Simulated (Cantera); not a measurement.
Charge: 1 mol Si2H6, 1.8 mol N2O, 16 mol N2, a varied amount of CO2, held at 252 °C and 13.3 mbar.

Cantera equilibrium calculation (NASA polynomials, part measured and part estimated; ideal gas, pure solids and liquids). Candidate condensed phases: C, C6H6, C7H8, C8H18, H2O, Si, SiC, SiO2, Si2N2O, Si3N4; 151 gas species. The feed counts by its element totals alone. Rates play no part.

### Question
At 13 mol CO2, list the 6 most abundant gas species with their mole fractions, and the condensed phases.

### Answer
N2 0.567, CO2 0.339, H2O 0.0806, H2 0.0115, CH4 0.00173, CO 0.000553. Condensed: C(graphite) + SiO2(α-quartz).
